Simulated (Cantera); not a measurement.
Feed: 1 mol FeS, 0.45 mol SO3, 0.12 mol O2, at 1450 K and 1.00 bar.

Equilibrium computed with Cantera from the NASA thermochemical tables; the gas is ideal and each condensed phase is pure. Candidate condensed phases: Fe, FeO, FeS, FeSO4, FeS2, Fe2O3, Fe2(SO4)3, Fe3O4, S; 12 gas species. Metal and sulfide melt together well below either melting point, which pure phases cannot show. Mutual solubility and eutectic melting of coexisting phases are not modelled. The tables' stoichiometric FeO is somewhat more stable than real wüstite, so its field is too wide. FeO, FeS: taken at fixed stoichiometry. The numbers say what is thermodynamically allowed, not how fast it happens.

Question: What is the equilibrium state?

Answer: 
```json
{
 "x(SO2)": "0.889",
 "x(S2)": "0.0993",
 "x(S2O)": "0.00842",
 "x(SO)": "0.00325",
 "x(S)": "7.04e-6",
 "x(SO3)": "1.80e-6",
 "n(FeO(s))": "0.330 mol",
 "n(FeS(s))": "0.670 mol",
 "gas_amount": "0.7041 mol",
 "log10 activity of S(l) (absent)": "-1.66",
 "log10 activity of Fe(γ) (absent)": "-2.04"
}
```
